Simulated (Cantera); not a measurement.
What does this Cantera script print?

```python
import numpy as np
import cantera as ct

gas = ct.Solution("gri30.yaml")
gas.TPX = 1050, 100000, {'CH4': 1, 'C2H6': 0.054, 'O2': 2.77, 'N2': 10.4}
reactor = ct.IdealGasReactor(gas, energy="on", clone=False)
net = ct.ReactorNet([reactor])
net.rtol, net.atol = 1e-08, 1e-16
show = ['CH4', 'C2H6', 'O2', 'CH3', 'H', 'H2O2']
times = np.geomspace(6e-06, 4, 16)

steps = ct.SolutionArray(gas, extra=["t"])
rows = []
print(f"{'t/s':>10s}{'T/K':>9s}{'P/Pa':>11s}" + "".join(f"{s:>11s}" for s in show))
for t in times:
    while net.time < t:
        t_next = net.step()
        steps.append(gas.state, t=t_next)
    rows.append([np.interp(t, steps.t, y) for y in (steps.T, steps.P, *steps(*show).X.T)])
    print(f"{t:10.3e}{rows[-1][0]:9.1f}{rows[-1][1]:11.4g}" + "".join(f"{x:11.3e}" for x in rows[-1][2:]))
rate = np.gradient(steps.T, steps.t)
print("integrator steps:", len(steps.t))
if steps.T.max() > steps.T[0] + 200:
    print(f"time of steepest temperature rise: {steps.t[rate.argmax()]:.4e} s")
gas.TPX = 1050, 100000, {'CH4': 1, 'C2H6': 0.054, 'O2': 2.77, 'N2': 10.4}
gas.equilibrate("UV")
print(f"equilibrium (UV): T = {gas.T:.1f} K  " + "  ".join(f"{s} {gas[s].X[0]:.3e}" for s in show))
```

It prints:

```
       t/s      T/K       P/Pa        CH4       C2H6         O2        CH3          H       H2O2
 6.000e-06   1050.0      1e+05  7.030e-02  3.796e-03  1.947e-01  4.752e-10  1.085e-13  4.081e-14
 1.467e-05   1050.0      1e+05  7.030e-02  3.796e-03  1.947e-01  1.160e-09  1.630e-13  2.443e-13
 3.587e-05   1050.0      1e+05  7.030e-02  3.796e-03  1.947e-01  2.829e-09  2.939e-13  1.465e-12
 8.769e-05   1050.0      1e+05  7.030e-02  3.796e-03  1.947e-01  6.867e-09  6.155e-13  8.908e-12
 2.144e-04   1050.0      1e+05  7.030e-02  3.796e-03  1.947e-01  1.650e-08  1.412e-12  5.503e-11
 5.241e-04   1050.0      1e+05  7.030e-02  3.796e-03  1.947e-01  3.875e-08  3.450e-12  3.532e-10
 1.281e-03   1050.0      1e+05  7.030e-02  3.796e-03  1.947e-01  8.676e-08  9.305e-12  2.389e-09
 3.133e-03   1050.0      1e+05  7.030e-02  3.796e-03  1.947e-01  1.845e-07  3.200e-11  1.661e-08
 7.660e-03   1050.0      1e+05  7.030e-02  3.795e-03  1.947e-01  4.722e-07  1.937e-10  1.093e-07
 1.873e-02   1050.2      1e+05  7.028e-02  3.787e-03  1.947e-01  2.430e-06  3.216e-09  7.704e-07
 4.579e-02   1053.1  1.003e+05  6.990e-02  3.700e-03  1.944e-01  6.319e-06  1.929e-08  3.849e-06
 1.119e-01   2670.8  2.596e+05  1.824e-16  2.712e-31  3.956e-02  1.344e-15  2.352e-03  4.304e-07
 2.737e-01   2670.8  2.596e+05  1.824e-16  2.712e-31  3.956e-02  1.344e-15  2.352e-03  4.304e-07
 6.692e-01   2670.8  2.596e+05  1.824e-16  2.712e-31  3.956e-02  1.344e-15  2.352e-03  4.304e-07
 1.636e+00   2670.8  2.596e+05  1.824e-16  2.712e-31  3.956e-02  1.344e-15  2.352e-03  4.304e-07
 4.000e+00   2670.8  2.596e+05  1.824e-16  2.712e-31  3.956e-02  1.344e-15  2.352e-03  4.304e-07
integrator steps: 2310
time of steepest temperature rise: 7.6916e-02 s
equilibrium (UV): T = 2670.8 K  CH4 2.488e-16  C2H6 4.584e-31  O2 3.956e-02  CH3 1.833e-15  H 2.352e-03  H2O2 4.304e-07
```

Cantera simulation using GRI-Mech 3.0 (53 species, 325 reactions); the numbers are that mechanism's predictions, not measurements.
